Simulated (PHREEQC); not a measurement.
PHREEQC input (Pitzer model, pitzer.dat):

```
SOLUTION 1
  temp 25
  units mol/kgw
  pH 7 charge
  Cl 0.01
  Na 0.061
  C(4) 0.013
  S(6) 0.019
END
USE solution 1
INCREMENTAL_REACTIONS false
REACTION 1
  H2O -1
  0 9.886 18.011 24.689 30.178 34.689 38.397 41.444
  43.949 46.007 47.699 49.089 50.232 51.172 51.944 52.578
  53.1 53.528 53.88 54.17 54.408 54.603 54.764 54.896
  55.005 55.094 55.168 55.228 moles
EQUILIBRIUM_PHASES 1
  Burkeite 0 0
  Halite 0 0
  Mirabilite 0 0
  Nahcolite 0 0
  Natron 0 0
  Thenardite 0 0
  Trona 0 0
  CO2(g) -3.4 10
SELECTED_OUTPUT 1
  -reset false
  -pH true
  -pe true
  -ionic_strength true
  -water true
  -activities H2O
  -totals C Cl Na S
  -molalities H+ Na+ Cl- CO3-2 SO4-2 OH- HCO3- CO2 HSO4-
  -equilibrium_phases Burkeite Halite Mirabilite Nahcolite Natron Thenardite Trona
PRINT
  -reset false
END
```

Selected output (columns that matter, 16 of 28 rows; water left (kg) added in front):

```
water left (kg)	pH	mu	C	Cl	Na	S	m_H+	m_Na+	m_Cl-	m_CO3-2	m_SO4-2	la_H2O	Mirabilite	Thenardite
1.00002	9.1502	0.081508	0.011485	0.0099998	0.060999	0.019	9.4851e-10	0.060999	0.0099998	0.00151	0.019	-0.00070254	0	0
0.675546	9.2608	0.12134	0.016315	0.014803	0.090297	0.028125	7.7209e-10	0.090297	0.014803	0.0029179	0.028125	-0.0010146	0	0
0.456354	9.3589	0.18069	0.023077	0.021913	0.13367	0.041634	6.5006e-10	0.13367	0.021913	0.0053909	0.041634	-0.001463	0	0
0.375088	9.4034	0.2205	0.02742	0.02666	0.16263	0.050655	6.0366e-10	0.16263	0.02666	0.0072154	0.050655	-0.0017562	0	0
0.253399	9.4845	0.32829	0.038688	0.039463	0.24073	0.074981	5.321e-10	0.24073	0.039463	0.012582	0.074981	-0.0025294	0	0
0.1712	9.5554	0.48856	0.054616	0.058411	0.35631	0.11098	4.8158e-10	0.35631	0.058411	0.021275	0.11098	-0.0036403	0	0
0.115682	9.6168	0.72663	0.077236	0.086444	0.52731	0.16424	4.4569e-10	0.52731	0.086444	0.035086	0.16424	-0.0052335	0	0
0.0781619	9.6689	1.0802	0.10955	0.12794	0.78043	0.24309	4.1926e-10	0.78043	0.12794	0.056708	0.24309	-0.0075178	0	0
0.0642566	9.6914	1.3166	0.13062	0.15563	0.94932	0.29569	4.0796e-10	0.94932	0.15563	0.071619	0.29569	-0.0090092	0	0
0.0434355	9.7295	1.9547	0.18627	0.23023	1.4044	0.43743	3.85e-10	1.4044	0.23023	0.11294	0.43743	-0.012962	0	0
0.0293876	9.7583	2.8978	0.2667	0.34028	2.0757	0.64653	3.54e-10	2.0757	0.34028	0.17557	0.64653	-0.018787	0	0
0.0198788	9.7783	4.294	0.38422	0.50305	3.0686	0.95579	3.0349e-10	3.0686	0.50305	0.26965	0.95579	-0.027783	0	0
0.0134676	9.7889	6.3486	0.55679	0.74252	4.5294	1.4108	2.2483e-10	4.5294	0.74252	0.4084	1.4108	-0.042571	0	0
0.0109545	9.7954	7.6033	0.67953	0.91286	5.4307	1.6656	1.7651e-10	5.4307	0.91286	0.5071	1.6656	-0.053198	0.00075463	0
0.00590563	9.8618	9.9489	1.2273	1.6933	7.2816	1.6935	8.3152e-11	7.2816	1.6933	0.97386	1.6935	-0.085341	0.0089988	0
0.0051134	9.8757	10.584	1.4101	1.9556	7.8005	1.6512	6.7232e-11	7.8005	1.9556	1.1322	1.6512	-0.09653	0	0.010557
```
